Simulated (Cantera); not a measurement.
A perfectly stirred reactor is fed with 12.2 % NH3, 87.8 % H2, at 0.326 atm; it is held at 2273 K, and followed from long to short residence time.

Model: the gas-phase N/H chemistry of the illustrative SiF4/NH3 mechanism in the Surface Chemkin manual (1991), integrated in Cantera. Walls and surfaces, which speed up NH3 decomposition in real reactors, are not modelled.

One state of this run: x NH3 = 0.0102; x H2 = 0.934; x N2H4 = 8.57e-10; x N2H2 = 1.58e-7; x NH2 = 0.000198; x N2 = 0.0495; x N = 8.23e-6. x: mole fraction; the columns are a selection and need not sum to one.

Question: Which value of τ (s) does it belong to?
A. 0.0046
B. 0.011
C. 0.067
D. 0.40

Answer: C, 0.067
